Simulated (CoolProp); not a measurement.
Saturation properties of octamethylcyclotetrasiloxane (D4).

Values from CoolProp's reference Helmholtz-energy equation of state, Thol 2015.

```csv
T (K),p (kPa),liquid density (kg/m³),vapour density (kg/m³)
410.7,34.15,816.5,3.072
415,39.11,810.9,___
419.3,44.62,805.4,3.963
423.6,50.73,799.7,4.480
427.9,57.49,___,5.050
432.2,64.94,788.3,5.676
436.5,73.13,782.5,___
440.8,___,776.6,7.115
```

Problem. Some entries are withheld; supply them.

Solution. 
- 415, vapour density (kg/m³): 3.495
- 427.9, liquid density (kg/m³): 794.0
- 436.5, vapour density (kg/m³): 6.363
- 440.8, p (kPa): 82.11

It boils at 448.9 K under 1 atm.
